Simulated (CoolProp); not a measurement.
Saturated liquid density (kg/m³) of carbon dioxide: the reference equation beside estimates from Tc = 304.1 K, pc = 7.377 MPa, ω = 0.224. Rackett uses Z = 0.29056 − 0.08775 ω.

Values from CoolProp's reference Helmholtz-energy equation of state, Span 1996.

```csv
T (K),reference,Rackett,Redlich-Kwong,Soave-Redlich-Kwong,Peng-Robinson
242.5,1078,1084,938.9,978.9,1111
245.7,1065,1071,923.6,963.6,1094
249,1050,1057,907.4,947.3,1075
252.2,1036,1042,891.2,930.9,1057
255.5,1021,1027,873.9,913.3,1036
258.7,1005,1012,856.6,895.5,1016
262,988.8,995.8,838.0,876.4,994.2
265.2,972.2,979.4,819.3,857.0,971.9
268.5,954.3,961.8,799.2,836.0,947.7
271.7,936.0,943.9,778.9,814.7,923.0
```

Absolute difference from the reference over all 10 rows, mean and median: Rackett 0.7 and 0.7 %, Redlich-Kwong 14.7 and 14.6 %, Soave-Redlich-Kwong 10.9 and 10.7 %, Peng-Robinson 1.5 and 1.4 %.
